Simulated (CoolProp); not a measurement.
Vapour pressure (kPa) of toluene: the reference equation beside estimates from Tc = 591.7 K, pc = 4126 kPa, ω = 0.266. Clausius-Clapeyron is anchored at 412.5 K with a constant enthalpy of vaporisation of 31.41 kJ/mol.

Model: reference Helmholtz-energy equation of state, Lemmon 2006, in CoolProp. It is a short technical equation, of lower accuracy than the large ones.

| T (K) | reference | Lee-Kesler | Clausius-Clapeyron | van der Waals | Redlich-Kwong | Soave-Redlich-Kwong | Peng-Robinson |
|---|---|---|---|---|---|---|---|
| 288.8 | 2.300 | 2.157 | 4.248 | 97.15 | 6.620 | 2.221 | 2.423 |
| 319.7 | 10.59 | 10.07 | 15.04 | 190.3 | 25.64 | 10.27 | 10.81 |
| 350.7 | 35.69 | 34.60 | 42.75 | 333.7 | 74.15 | 34.95 | 35.84 |
| 381.6 | 95.30 | 94.02 | 102.3 | 536.9 | 173.4 | 94.26 | 95.05 |
| 412.5 | 214.7 | 214.6 | 214.7 | 809.7 | 348.3 | 214.5 | 213.9 |
| 443.5 | 426.7 | 429.8 | 407.3 | 1162 | 626.0 | 430.0 | 425.9 |
| 474.4 | 766.9 | 774.8 | 709.5 | 1597 | 1030 | 778.6 | 768.7 |
| 505.3 | 1279 | 1291 | 1155 | 2124 | 1586 | 1304 | 1287 |

Absolute difference from the reference over all 8 rows, mean and median: Lee-Kesler 2.3 and 1.2 %, Clausius-Clapeyron 21.9 and 8.6 %, van der Waals 967.9 and 370.3 %, Redlich-Kwong 85.9 and 72.1 %, Soave-Redlich-Kwong 1.7 and 1.7 %, Peng-Robinson 1.2 and 0.4 %.
